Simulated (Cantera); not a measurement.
Input (Python, Cantera) and output of one run.

```python
import numpy as np
import cantera as ct

gas_names = """
    O2 H2O
""".split()
cond_names = """
    Ca(b) CaO(s) CaO2H2(s)
""".split()


# ... load() reads the species with a 1 bar reference pressure and builds the phases ...
species = {s.name: s for s in load("nasa_gas.yaml", gas_names) + load("nasa_condensed.yaml", cond_names)}
T = 775
g = {n: (s.thermo.h(T) - T * s.thermo.s(T)) / (ct.gas_constant * T * np.log(10)) for n, s in species.items()}
valid = cond_names  # the entries whose range holds T


def stable(la, lb):
    # potentials (over RT ln 10) of the two non-metals from log10 p(O2) and log10 p(H2O) in bar
    mu = {}
    mu["O"] = (g["O2"] + la) / 2
    mu["H"] = (g["H2O"] + lb - 1 * mu["O"]) / 2
    cost = {}
    for n in valid:
        c = species[n].composition
        cost[n] = (g[n] - sum(c.get(e, 0) * m for e, m in mu.items())) / c["Ca"]
    return min(cost, key=cost.get)


results = []
for lb in [1, -1.9, -4.8, -7.6, -10.5, -13.4, -16.2, -19.1, -22]:
    row = [stable(la, lb) for la in [-33, -31.4, -29.7, -28, -26.4, -24.8, -23.1, -21.5, -19.8, -18.2, -16.5, -14.8, -13.2, -11.6, -9.9, -8.2, -6.6, -5, -3.3, -1.7, 0]]
    results.append(row)
    print(f"{lb:6.1f}  " + " ".join(f"{valid.index(n):x}" for n in row))
print("key: " + ", ".join(f"{i:x} {n}" for i, n in enumerate(valid)))
```

It prints:

```
   1.0  2 2 2 2 2 2 2 2 2 2 2 2 2 2 2 2 2 2 2 2 2
  -1.9  1 1 1 1 1 1 1 1 1 1 1 1 1 1 1 1 1 1 1 1 1
  -4.8  1 1 1 1 1 1 1 1 1 1 1 1 1 1 1 1 1 1 1 1 1
  -7.6  1 1 1 1 1 1 1 1 1 1 1 1 1 1 1 1 1 1 1 1 1
 -10.5  1 1 1 1 1 1 1 1 1 1 1 1 1 1 1 1 1 1 1 1 1
 -13.4  1 1 1 1 1 1 1 1 1 1 1 1 1 1 1 1 1 1 1 1 1
 -16.2  1 1 1 1 1 1 1 1 1 1 1 1 1 1 1 1 1 1 1 1 1
 -19.1  1 1 1 1 1 1 1 1 1 1 1 1 1 1 1 1 1 1 1 1 1
 -22.0  1 1 1 1 1 1 1 1 1 1 1 1 1 1 1 1 1 1 1 1 1
key: 0 Ca(b), 1 CaO(s), 2 CaO2H2(s)
```

Source: NASA polynomial tables (part measured, part estimated), evaluated in Cantera. Part of the grid cannot be reached: there another gas would pass 10 bar, or a non-metal would condense.
